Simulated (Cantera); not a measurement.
Feed: 1 mol Pb, 0.066 mol CO, 6.6 mol N2, held at 875 K and 10.0 Torr.

Cantera equilibrium calculation (NASA polynomials, part measured and part estimated; ideal gas, pure solids and liquids). Candidate condensed phases: C, Pb, PbO, PbO2, Pb3O4; 27 gas species. Rates play no part.

Base state: N2 0.990, CO 0.00987, Pb 5.06e-5, CO2 1.40e-5 (mole fractions); condensed: C(graphite) + Pb(l).

Q: What changes in the equilibrium state with this change: Pb replaced by PbO?

A: 
```json
[
 {"species": "N2", "before": "0.990", "after": "0.990"},
 {"species": "CO2", "before": "1.40e-5", "after": "0.00990"},
 {"species": "Pb", "before": "5.06e-5", "after": "5.06e-5"},
 {"species": "CO", "before": "0.00987", "after": "3.36e-7"},
 {"species": "C(graphite), mol", "before": "9.32e-5", "after": "0"},
 {"species": "Pb(l), mol", "before": "1.000", "after": "0.0657"},
 {"species": "PbO(yellow), mol", "before": "0", "after": "0.934"}
]
```
